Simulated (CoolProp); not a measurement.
Vapour-liquid equilibrium of R143a (1) + R236FA (2) at 0.0157 MPa; x and y are mole fractions of (1).

Values from CoolProp's multi-fluid Helmholtz-energy mixture model, Lemmon and Jacobsen 2000 and Pan 2012; pair parameters Bell 2016.

| x | bubble temperature (K) | y at the bubble point | dew temperature at overall composition x (K) | liquid density (mol/L) |
|---|---|---|---|---|
| 0.05 | 228.8 | ? | 233.6 | ? |
| 0.15 | 220.1 | ? | 231.9 | 10.95 |
| 0.25 | 213.8 | ? | 230.2 | ? |
| 0.35 | ? | 0.887 | 228.2 | 11.83 |
| 0.45 | 205.1 | 0.930 | 226.0 | 12.27 |
| 0.55 | 202.0 | 0.956 | 223.4 | 12.71 |
| 0.65 | 199.5 | 0.973 | ? | 13.17 |
| 0.75 | 197.3 | 0.984 | 216.6 | ? |
| 0.85 | 195.5 | 0.992 | 211.5 | 14.13 |
| 0.95 | 193.9 | 0.998 | 202.9 | 14.64 |

Q: Complete the blanks.

A: 
- 0.05, y at the bubble point: 0.322
- 0.05, liquid density (mol/L): 10.49
- 0.15, y at the bubble point: 0.658
- 0.25, y at the bubble point: 0.810
- 0.25, liquid density (mol/L): 11.40
- 0.35, bubble temperature (K): 208.9
- 0.65, dew temperature at overall composition x (K): 220.4
- 0.75, liquid density (mol/L): 13.64

No azeotrope shows between x = 0.05 and 0.95.

Pair parameters are fitted to limited data, so mixtures are less certain than the pure fluids.
